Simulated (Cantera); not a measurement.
A freely propagating, adiabatic, planar premixed flame of 38.1 % H2, 15.9 % O2, 46.1 % N2, equivalence ratio 1.2, unburnt at 675 K and 0.280 bar; mixture-averaged transport, grid criteria slope 0.08 and curve 0.16, no radiation.

Detailed kinetics in Cantera: the H2/O2 subset of GRI-Mech 3.0, which has no nitrogen chemistry. Burning velocities carry a grid error of a few per cent, more on coarse grids.

**Question.** Predict: laminar burning velocity; thermal thickness; peak x(OH); peak x(H); peak x(HO2).

**Answer.** 
* **laminar burning velocity**: 1060 cm/s
* **thermal thickness**: 2.38 mm
* **peak x(OH)**: 0.0251
* **peak x(H)**: 0.122
* **peak x(HO2)**: 8.40e-5
